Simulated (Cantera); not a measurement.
An isothermal, constant-pressure homogeneous reactor starts with CH₄ : N₂ = 1 : 80 (molar parts), at 1100 K and 0.0263 atm. Integrator tolerance rtol = 1e-08.

Cantera simulation using GRI-Mech 3.0 (53 species, 325 reactions); the numbers are that mechanism's predictions, not measurements. GRI-Mech 3.0 stops at C3 and has no aromatics, soot or wall deposition, so with more carbon than oxygen in the feed, carbon stays in small species such as C2H2 where larger ones or solid carbon would form. Radical loss at walls, strong at low pressure, is not modelled.

**Question.** What does this change do: temperature 1100 to 1848 K?

**Answer.** 
```
quantity                                             before                                      after
-----------------  ----------------------------------------  -----------------------------------------
x(CH₄) at 40.0 s    0.0123 (gas-phase equilibrium 0.000594)    2.76e-8 (gas-phase equilibrium 4.87e-8)
x(HCN) at 40.0 s     <1e-12 (gas-phase equilibrium 0.00954)     9.91e-5 (gas-phase equilibrium 0.0115)
x(H) at 40.0 s     1.02e-12 (gas-phase equilibrium 2.10e-8)  0.000440 (gas-phase equilibrium 0.000440)
x(CH₂) at 40.0 s      <1e-12 (gas-phase equilibrium <1e-12)  3.83e-10 (gas-phase equilibrium 6.76e-10)
x(C₂H₂) at 40.0 s  4.11e-12 (gas-phase equilibrium 0.00100)   0.00605 (gas-phase equilibrium 0.000340)
```
